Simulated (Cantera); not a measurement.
A perfectly stirred reactor is fed with CO : O2 : H2O : N2 = 0.0036 : 0.034 : 0.00027 : 1 (molar parts), at 10.0 bar; it is held at 1498 K, and followed from long to short residence time.

Computed with Cantera and GRI-Mech 3.0 (53 species, 325 reactions).

One state of this run: x CO = 5.98e-5; x O2 = 0.0311; x H2O = 0.000258; x NO = 5.98e-6; x OH = 5.02e-6; x H2O2 = 4.18e-10. x: mole fraction; the columns are a selection and need not sum to one.

### Question
Which value of τ (s) does it belong to?
A) 0.38
B) 0.082
C) 0.0083
D) 0.038

### Answer
A, 0.38
